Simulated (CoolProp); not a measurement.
The numbers come from the reference Helmholtz-energy equation of state, Wagner 2002 in CoolProp.

### Question
Give the vapour pressure (bar), liquid density (kg/m³), vapour density (kg/m³), liquid viscosity (µPa s) of saturated water at 66.15 °C.

### Answer
| T (°C) | p (bar) | liquid density (kg/m³) | vapour density (kg/m³) | liquid viscosity (µPa s) |
|---|---|---|---|---|
| 66.15 | 0.264 | 980 | 0.169 | 426 |

Viscosity comes from a separate model (Huber 2009).
